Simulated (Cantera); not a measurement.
Feed: 1 mol Cu, 2 mol CO₂, 58 mol H₂, at 775 K and 1330 Pa.

These are equilibrium values from Cantera (NASA tables, ideal gas, pure condensed phases), not measurements of a reactor. Candidate condensed phases: C, C₆H₆, C₇H₈, C₈H₁₈, Cu, CuO, Cu(OH)₂, Cu₂O, H₂O; 113 gas species. Kinetics and transport are ignored.

Base state: H₂ 0.929, H₂O 0.0372, CO 0.0218, CH₄ 0.00770, CO₂ 0.00439 (mole fractions); condensed: Cu(s).

Task: What changes in the equilibrium state with this change: pressure from 1330 Pa to 10000 Pa?

Result: 
```csv
species,before,after
H₂,0.929,0.899
H₂O,0.0372,0.0655
CH₄,0.00770,0.0312
CO,0.0218,0.00305
CO₂,0.00439,0.00112
"Cu(s), mol",1.00,1.00
```
